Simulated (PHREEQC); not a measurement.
A solution holds 0.8 mol/kgw NaBr, 0.00025 mol/kgw Na2SO4 and 0.00016 mol/kgw MgCl2, at 25 °C. Closed to the air; pH follows from the charge balance.

Model: ion-association model, phreeqc.dat, run in PHREEQC.

The ionic strength comes out as 0.801 mol/kgw. What activity coefficients do Na+, Br-, SO4-2, Cl-, Mg+2 get?

Na+ 0.72, Br- 0.57, SO4-2 0.17, Cl- 0.62, Mg+2 0.29.

No solid was allowed to form. Caution: at this ionic strength the ion-association model is outside its range; a Pitzer model would be the better tool where its parameters exist. Complexes and solids missing from the database can't appear.
